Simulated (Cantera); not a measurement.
Input (Python, Cantera) and output of one run.

```python
import numpy as np
import cantera as ct

gas_names = """
    Cu CuF CuF2 Cu2 F F2 H HF H2 H2F2 H3F3 H4F4 H5F5 H6F6 H7F7 N NF NF2 NF3 NH NH2 NH3 N2 N2H2 N2H4
""".split()
cond_names = """
    Cu(cr) Cu(L) CuF2(s) CuF2(L)
""".split()


# ... load() reads the species with a 1 bar reference pressure and builds the phases ...
atoms = {
    'CuF2': {'Cu': 1, 'F': 2},
    'HF': {'H': 1, 'F': 1},
    'N2': {'N': 2},
}
top_T = {}  # K; cautious upper limits of use, not melting points


# ... equilibrate(T, P, feed) seeds the gas with the atoms and calls Mixture.equilibrate('TP', solver="vcs", rtol=1e-11, max_steps=5000) ...
results = []
feed = {'CuF2': 1, 'HF': 0.071, 'N2': 1.1}  # mol
P = 13000  # Pa
for T in [773, 873, 973, 1073, 1173, 1273, 1373, 1473, 1573, 1673, 1773, 1873, 1973, 2073]:
    mix = equilibrate(T, P, feed)
    results.append((T, P, feed, dict(zip(mix.species_names, mix.species_moles))))
    x = sorted(zip(gas.X, gas.species_names), reverse=True)
    print(f"T = {T:g} K  P = {P:g} Pa  gas = {mix.phase_moles(0):.4g} mol")
    print("   x: " + "  ".join(f"{s} {v:.3e}" for v, s in x if v > 0.0001))
    print("   condensed (mol): " + ("  ".join(f"{mix.phase(i).name} {mix.phase_moles(i):.4g}"
          for i in range(1, mix.n_phases) if mix.phase_moles(i) > 1e-12) or "none"))
```

Output:

```
T = 773 K  P = 13000 Pa  gas = 1.171 mol
   x: N2 9.394e-01  HF 6.063e-02
   condensed (mol): CuF2(s) 1
T = 873 K  P = 13000 Pa  gas = 1.171 mol
   x: N2 9.394e-01  HF 6.063e-02
   condensed (mol): CuF2(s) 1
T = 973 K  P = 13000 Pa  gas = 1.171 mol
   x: N2 9.393e-01  HF 6.063e-02
   condensed (mol): CuF2(s) 1
T = 1073 K  P = 13000 Pa  gas = 1.172 mol
   x: N2 9.387e-01  HF 6.059e-02  CuF2 7.234e-04
   condensed (mol): CuF2(s) 0.9992
T = 1173 K  P = 13000 Pa  gas = 1.178 mol
   x: N2 9.341e-01  HF 6.029e-02  CuF2 5.605e-03
   condensed (mol): CuF2(L) 0.9934
T = 1273 K  P = 13000 Pa  gas = 1.202 mol
   x: N2 9.151e-01  HF 5.906e-02  CuF2 2.568e-02
   condensed (mol): CuF2(L) 0.969
T = 1373 K  P = 13000 Pa  gas = 1.291 mol
   x: N2 8.524e-01  CuF2 9.149e-02  HF 5.502e-02  CuF 5.638e-04  F 5.638e-04
   condensed (mol): CuF2(L) 0.8812
T = 1473 K  P = 13000 Pa  gas = 1.61 mol
   x: N2 6.833e-01  CuF2 2.674e-01  HF 4.410e-02  CuF 2.626e-03  F 2.626e-03
   condensed (mol): CuF2(L) 0.5653
T = 1573 K  P = 13000 Pa  gas = 2.189 mol
   x: N2 5.025e-01  CuF2 4.487e-01  HF 3.244e-02  CuF 8.164e-03  F 8.162e-03
   condensed (mol): none
T = 1673 K  P = 13000 Pa  gas = 2.209 mol
   x: N2 4.979e-01  CuF2 4.352e-01  HF 3.214e-02  CuF 1.738e-02  F 1.738e-02
   condensed (mol): none
T = 1773 K  P = 13000 Pa  gas = 2.246 mol
   x: N2 4.897e-01  CuF2 4.117e-01  CuF 3.350e-02  F 3.350e-02  HF 3.161e-02
   condensed (mol): none
T = 1873 K  P = 13000 Pa  gas = 2.307 mol
   x: N2 4.768e-01  CuF2 3.746e-01  CuF 5.889e-02  F 5.888e-02  HF 3.078e-02
   condensed (mol): none
T = 1973 K  P = 13000 Pa  gas = 2.398 mol
   x: N2 4.587e-01  CuF2 3.224e-01  F 9.462e-02  CuF 9.461e-02  HF 2.961e-02
   condensed (mol): none
T = 2073 K  P = 13000 Pa  gas = 2.521 mol
   x: N2 4.363e-01  CuF2 2.576e-01  F 1.390e-01  CuF 1.389e-01  HF 2.816e-02
   condensed (mol): none
```

These are equilibrium values from Cantera (NASA tables, ideal gas, pure condensed phases), not measurements of a reactor.
